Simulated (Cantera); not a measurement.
Feed: 1 mol C₂F₆, 0.68 mol F₂, 1.8 mol H₂, held at 2325 K and 10.0 mbar.

These are equilibrium values from Cantera (NASA tables, ideal gas, pure condensed phases), not measurements of a reactor. Candidate condensed phases: C, C₆H₆, C₇H₈, C₈H₁₈; 95 gas species. The feed counts by its element totals alone. Gases not in the tables: C₂F₆ and larger saturated fluorocarbons. Rates play no part.

Base state: HF 0.606, F 0.198, CF₂ 0.166, CF₄ 0.0222, CF 0.00362, CF₃ 0.00347, H 4.74e-5 (mole fractions); condensed: C(graphite).

Question: What changes in the equilibrium state with this change: pressure from 10.0 mbar to 0.133 bar?

Answer: 
| species | before | after |
|---|---|---|
| HF | 0.606 | 0.723 |
| CF₄ | 0.0222 | 0.120 |
| CF₂ | 0.166 | 0.106 |
| F | 0.198 | 0.0433 |
| CHF₃ | 1.40e-6 | 1.42e-5 |
| CF | 0.00362 | 0.000791 |
| H | 4.74e-5 | 1.94e-5 |
| C(graphite), mol | 0.839 | 0.839 |
